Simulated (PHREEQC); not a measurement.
Make-up at 20 °C: 0.29 mol Cd(NO3)2 per kg of water. Closed to the air; pH follows from the charge balance.

The numbers come from PHREEQC with the ion-association model, phreeqc.dat.

| quantity | before | after |
|---|---|---|
| pH | 5.38 | 5.57 |
| ionic strength (mol/kgw) | 0.715 | 0.679 |
| NO3- (mol/kgw) | 0.502 | 0.485 |
| Cd+2 (mol/kgw) | 0.212 | 0.195 |
| CdNO3+ (mol/kgw) | 0.0776 | 0.0953 |
| Cd2OH+3 (mol/kgw) | 4.25e-6 | 2.81e-6 |

Name the change that produced these shifts.
A) diluted 5-fold with water
B) temperature from 20 to 30 °C
C) temperature from 20 to 10 °C
D) temperature from 20 to 45 °C
E) diluted 100-fold with water

C, temperature from 20 to 10 °C

No solid was allowed to form. The ionic strength passes 0.7 mol/kgw, the rough limit of the ion-association models, in before. Away from 25 °C the constants follow the database's enthalpies or fits; those with neither stay at their 25 °C values.
